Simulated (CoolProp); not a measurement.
R142b along the isotherm 196.85 °C: density (kg/m³) from the reference equation and from simpler models built on Tc = 137.1 °C, pc = 40.55 bar, ω = 0.232; each cubic takes its own stable root.

Model: reference Helmholtz-energy equation of state, Lemmon 2006, in CoolProp. It is a short technical equation, of lower accuracy than the large ones.

```csv
p (bar),phase,reference
33.8,gas,108.8
67.6,supercritical,309.5
101,supercritical,552.8
135,supercritical,669.4
169,supercritical,733.9
203,supercritical,778.3
237,supercritical,812.4
270,supercritical,839.4
304,supercritical,863.0
338,supercritical,883.5
372,supercritical,901.7
405,supercritical,917.5
```

Task: How far does each simpler model (ideal gas, van der Waals, Redlich-Kwong, Soave-Redlich-Kwong, Peng-Robinson) lie from the reference over these 12 states: mean and median of the absolute difference, and the worst?

Result: 
- ideal gas: mean 26.0 %, median 22.5 %, worst -53.0 % at 196.85 °C and 101 bar
- van der Waals: mean 19.2 %, median 22.5 %, worst -24.5 % at 196.85 °C and 405 bar
- Redlich-Kwong: mean 5.4 %, median 5.6 %, worst -8.1 % at 196.85 °C and 135 bar
- Soave-Redlich-Kwong: mean 8.4 %, median 7.8 %, worst -14.2 % at 196.85 °C and 101 bar
- Peng-Robinson: mean 2.9 %, median 2.5 %, worst -7.7 % at 196.85 °C and 101 bar
